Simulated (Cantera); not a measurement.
Cantera run:

```python
import numpy as np
import cantera as ct

gas_names = """
    N VO2 NO2
""".split()
cond_names = """
    V2O5(s) V2O5(L)
""".split()


def load(file, names, dense=False):
    # The tables refer to 1 bar. Condensed volumes are neglected.
    table = {s.name: s for s in ct.Species.list_from_file(file)}
    out = []
    for n in names:
        d = dict(table[n].input_data)
        d["thermo"] = dict(d["thermo"], **{"reference-pressure": 1e5})
        if dense:
            d["equation-of-state"] = {"model": "constant-volume", "density": "1e6 g/cm^3"}
        out.append(ct.Species.from_dict(d))
    return out


species = {s.name: s for s in load("nasa_gas.yaml", gas_names) + load("nasa_condensed.yaml", cond_names)}
# Each term lists the table entries of one substance; the one whose range holds T is used.
reactions = {
    '2 V2O5 + N(g) = 4 VO2(g) + NO2(g)':
        [(-2, ['V2O5(s)', 'V2O5(L)']), (-1, ['N']), (4, ['VO2']), (1, ['NO2'])],
}


def pick(names, T):
    return next(species[n] for n in names if species[n].thermo.min_temp <= T <= species[n].thermo.max_temp)


results = []
for label, terms in reactions.items():
    print(label)
    print("     T/K   dH/kJ  dS/(J/K)   dG/kJ   log10 K")
    for T in [1073, 1123, 1173, 1223, 1273, 1323]:
        used = [(nu, pick(names, T)) for nu, names in terms]
        dH = sum(nu * s.thermo.h(T) for nu, s in used) / 1e6
        dS = sum(nu * s.thermo.s(T) for nu, s in used) / 1e3
        dG = dH - T * dS / 1e3
        logK = -dG * 1e6 / (ct.gas_constant * T * np.log(10))
        results.append((label, T, dH, dS, dG, logK, [s.name for _, s in used]))
        print(f"{T:8g} {dH:8.1f} {dS:8.1f} {dG:8.1f} {logK:8.2f}")
```

Output:

```
2 V2O5 + N(g) = 4 VO2(g) + NO2(g)
     T/K   dH/kJ  dS/(J/K)   dG/kJ   log10 K
    1073   1522.2    622.1    854.7   -41.61
    1123   1516.0    616.4    823.8   -38.32
    1173   1509.8    611.0    793.1   -35.32
    1223   1503.7    605.9    762.7   -32.57
    1273   1497.6    601.0    732.5   -30.06
    1323   1491.6    596.4    702.6   -27.74
```

Standard-state values (1 bar) from the NASA 1993 polynomials, evaluated with Cantera. Condensed species are held in their standard states even where they would react or evaporate.
